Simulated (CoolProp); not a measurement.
A single-stage vapour-compression cycle with the fluid: evaporating at 294.15 K (dew point), condensing at 360.15 K (bubble point), superheat 8 K, subcooling 0 K, compressor efficiency 0.65, no pressure losses. The same conditions are run with several fluids, on thermodynamics alone (safety and materials aside).

Model: reference Helmholtz-energy equation of state of each fluid (methanol: de Reuck 1993; propane: Lemmon 2009; n-pentane: Thol 2019; cyclopropane: Polt 1992; n-perfluorohexane: Gao 2022; R141b: Lemmon 2006), in CoolProp. The equations of Platzer and Polt are older, rougher fits.

**Question.** Rank methanol, propane, n-pentane, cyclopropane, n-perfluorohexane, R141b by cooling COP, highest first.

**Answer.** methanol (2.36), R141b (2.25), n-pentane (2.05), cyclopropane (1.96), propane (1.38), n-perfluorohexane (1.22)

```json
[
 {"fluid": "methanol", "pressure ratio": "16.8", "discharge temperature (K)": "554.5", "refrigerating effect (kJ/kg)": "1010", "volumetric capacity (kJ/m³)": "180"},
 {"fluid": "propane", "pressure ratio": "4.15", "discharge temperature (K)": "385.3", "refrigerating effect (kJ/kg)": "144", "volumetric capacity (kJ/m³)": "2550"},
 {"fluid": "n-pentane", "pressure ratio": "7.45", "discharge temperature (K)": "368.1", "refrigerating effect (kJ/kg)": "220", "volumetric capacity (kJ/m³)": "382"},
 {"fluid": "cyclopropane", "pressure ratio": "4.45", "discharge temperature (K)": "401.2", "refrigerating effect (kJ/kg)": "252", "volumetric capacity (kJ/m³)": "3080"},
 {"fluid": "n-perfluorohexane", "pressure ratio": "10.2", "discharge temperature (K)": "360.2", "refrigerating effect (kJ/kg)": "28.5", "volumetric capacity (kJ/m³)": "96.1"},
 {"fluid": "R141b", "pressure ratio": "7.41", "discharge temperature (K)": "392.4", "refrigerating effect (kJ/kg)": "155", "volumetric capacity (kJ/m³)": "500"}
]
```

The compression ends wet for: n-perfluorohexane.
